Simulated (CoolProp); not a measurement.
Values from CoolProp's reference Helmholtz-energy equation of state, Lemmon 2006. It is a short technical equation, of lower accuracy than the large ones.

Problem. Give the vapour pressure (kPa), liquid density (kg/m³), enthalpy of vaporisation (kJ/kg), liquid cp (kJ/(kg K)) of saturated neopentane at 57.55, 114.15, 132.95 °C.

Solution. 
```csv
T (°C),p (kPa),liquid density (kg/m³),enthalpy of vaporisation (kJ/kg),liquid cp (kJ/(kg K))
57.55,433,546,274,2.52
114.15,1460,459,201,3.09
132.95,2040,417,163,3.54
```
